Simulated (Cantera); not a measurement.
Ti + H2O + H2 (titanium nitride, carbide and oxide coatings)

A closed system holds: 1 mol Ti, 0.54 mol H2O, 12 mol H2, equilibrated at 10000 Pa.

Equilibrium computed with Cantera from the NASA thermochemical tables; the gas is ideal and each condensed phase is pure. Candidate condensed phases: H2O, Ti, TiO, TiO2, Ti2O3, Ti3O5, Ti4O7; 12 gas species. Mutual solubility and eutectic melting of coexisting phases are not modelled. TiO: taken at fixed stoichiometry. Condensed phases not in the tables: N, O or C dissolved in the metal. Equilibrium is a limit: real reactors are often held back by kinetics, nucleation or transport.

```tsv
T (K)	x H2	x H	x Ti	x TiO	x H2O	n Ti(α)	n TiO(s)	n Ti(β)
1073	1.00	4.43e-8	<1e-12	<1e-12	<1e-12	0.460	0.540	0
1148	1.00	2.27e-7	<1e-12	<1e-12	4.95e-12	0.460	0.540	0
1223	1.000	9.51e-7	2.49e-12	<1e-12	3.22e-11	0	0.540	0.460
1298	1.000	3.39e-6	3.44e-11	<1e-12	1.66e-10	0	0.540	0.460
1373	1.000	1.05e-5	3.55e-10	1.31e-12	7.01e-10	0	0.540	0.460
1448	1.000	2.91e-5	2.86e-9	1.76e-11	2.53e-9	0	0.540	0.460
1523	1.000	7.31e-5	1.88e-8	1.81e-10	8.00e-9	0	0.540	0.460
1598	1.000	0.000168	1.03e-7	1.48e-9	2.26e-8	0	0.540	0.460
1673	1.000	0.000360	4.83e-7	9.96e-9	5.77e-8	0	0.540	0.460
1748	0.999	0.000722	1.98e-6	5.65e-8	1.36e-7	0	0.540	0.460
1823	0.999	0.00137	7.19e-6	2.76e-7	2.95e-7	0	0.540	0.460
1898	0.998	0.00247	2.35e-5	1.18e-6	6.03e-7	0	0.540	0.460
```
x: gas mole fraction; n: condensed amount in mol.

From 1073 K to 1148 K the condensed part is Ti(α) + TiO(s). From 1223 K to 1898 K the condensed part is Ti(β) + TiO(s).
